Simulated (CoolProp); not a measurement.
Vapour-liquid equilibrium of hydrogen sulfide (1) + isobutane (2) at -11.85 °C; x and y are mole fractions of (1).

The numbers come from the multi-fluid Helmholtz-energy mixture model, Lemmon 2006 and Bücker 2006; pair parameters Kunz 2012 in CoolProp.

### Question
Give the bubble pressure and the first vapour's composition at x = 0.35, 0.75, 0.95. Is there an azeotrope?

### Answer
x = 0.35: 0.4301 MPa, y = 0.821; x = 0.75: 0.6146 MPa, y = 0.924; x = 0.95: 0.6949 MPa, y = 0.980. No azeotrope shows between x = 0.05 and 0.95.

Pair parameters are fitted to limited data, so mixtures are less certain than the pure fluids.
